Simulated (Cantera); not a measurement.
## Diamond growth

A diamond (100) surface in a fixed gas of H2 with x(CH4) = 0.0029, x(H) = 0.012, at 1100 K, 0.0690 bar; coverages are run to steady state.

Model: the Harris–Goodwin 1993 mechanism for the reconstructed diamond (100) surface, integrated in Cantera.

```tsv
x(CH3)	growth (µm/h)	θ c6HH	θ c6H*	θ c6*H	θ c6**	θ c6HM
1e-06	0.0495	0.512	0.0281	0.442	0.0184	2.76e-5
2.6e-06	0.129	0.512	0.0281	0.442	0.0184	7.19e-5
6.6e-06	0.327	0.511	0.0281	0.442	0.0184	0.000182
1.7e-05	0.841	0.511	0.0281	0.442	0.0184	0.000470
4.3e-05	2.13	0.511	0.0280	0.441	0.0184	0.00119
0.00011	5.42	0.509	0.0279	0.440	0.0183	0.00302
0.00028	13.7	0.506	0.0277	0.437	0.0181	0.00763
0.00073	34.8	0.497	0.0272	0.428	0.0176	0.0195
0.0019	85.7	0.476	0.0260	0.409	0.0164	0.0479
```
θ: site fractions in the mechanism's names (c6HH fully hydrogenated, c6H* and c6*H radical sites, c6** diradical, c6HM methylated).
